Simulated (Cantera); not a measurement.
Input: 1 mol MgO, 23 mol HF, 76 mol N₂, 0.72 mol NF₃, at 1048.15 K and 17.0 Pa.

These are equilibrium values from Cantera (NASA tables, ideal gas, pure condensed phases), not measurements of a reactor. Candidate condensed phases: H₂O, Mg, MgF₂, MgO, Mg(OH)₂; 50 gas species. Kinetics and transport are ignored.

**Question.** What is the equilibrium state?

**Answer.** 
```
Quantity                             Result
--------------------------------  ---------
x(N₂)                                 0.763
x(HF)                                 0.230
x(O₂)                               0.00500
x(F)                                0.00160
x(NO)                               7.87e-6
n(MgF₂(s))                        1.000 mol
gas amount                        100.0 mol
log10 activity of Mg(l) (absent)     -35.43
```
